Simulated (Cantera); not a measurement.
Cantera with NASA thermochemical tables; ideal gases at 1 bar, condensed phases pure. Values are per mole of reaction as written; species without (g) are pure solids or liquids, kept so even where they would boil at 1 bar.

### Question
Between 300 and 2675 K, where is each reaction favourable under standard conditions?
- CuF2(g) + C ⇌ CF2(g) + Cu

### Answer
- CuF2(g) + C ⇌ CF2(g) + Cu: ΔG° is 85 kJ at 300 K and 51 kJ at 2675 K; it stays positive (K < 1). ΔH° is 111 kJ and ΔS° 22 J/K at 2675 K.
